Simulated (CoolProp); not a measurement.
p-xylene along the isobar 4.54 MPa: Z from the reference equation and from simpler models built on Tc = 616.2 K, pc = 3.532 MPa, ω = 0.324; each cubic takes its own stable root.

Model: reference Helmholtz-energy equation of state, Zhou 2012, in CoolProp.

| T (K) | phase | reference | van der Waals | Redlich-Kwong | Peng-Robinson |
|---|---|---|---|---|---|
| 339 | liquid | 0.2072 | 0.3593 | … | … |
| 367.1 | liquid | 0.1973 | … | 0.2337 | 0.2004 |
| 395.2 | liquid | … | 0.3245 | 0.2245 | 0.1916 |
| 423.3 | liquid | 0.1829 | 0.3120 | 0.2177 | 0.1849 |
| 451.4 | liquid | 0.1781 | 0.3023 | 0.2131 | 0.1803 |
| 479.5 | liquid | 0.1749 | 0.2951 | 0.2107 | 0.1777 |
| 507.6 | liquid | 0.1734 | 0.2907 | 0.2108 | 0.1776 |
| 535.7 | liquid | 0.1739 | 0.2893 | 0.2139 | 0.1805 |
| 563.8 | liquid | 0.1774 | 0.2918 | 0.2214 | 0.1881 |
| 591.9 | liquid | 0.1865 | 0.3003 | 0.2368 | 0.2049 |
| 620 | supercritical | … | 0.3212 | 0.2722 | 0.2492 |

### Question
Fill in the missing entries.

### Answer

- 339, Redlich-Kwong: 0.2454
- 339, Peng-Robinson: 0.2116
- 367.1, van der Waals: 0.3401
- 395.2, reference: 0.1892
- 620, reference: 0.2141
